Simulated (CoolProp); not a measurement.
Model: reference Helmholtz-energy equation of state, Lemmon 2003, in CoolProp. It is a pseudo-pure fit of the blend.

For R407C, give the phase and the cp (kJ/(kg K)), cv (kJ/(kg K)), isothermal compressibility (1/MPa), expansivity (1/kK) at -11.75 °C and 2480 kPa; -11.75 °C and 5790 kPa; -11.75 °C and 7440 kPa.


- -11.75 °C and 2480 kPa: liquid; cp 1.37, cv 0.866, isothermal compressibility 0.00277, expansivity 2.62
- -11.75 °C and 5790 kPa: liquid; cp 1.35, cv 0.865, isothermal compressibility 0.00252, expansivity 2.47
- -11.75 °C and 7440 kPa: liquid; cp 1.34, cv 0.865, isothermal compressibility 0.00242, expansivity 2.40
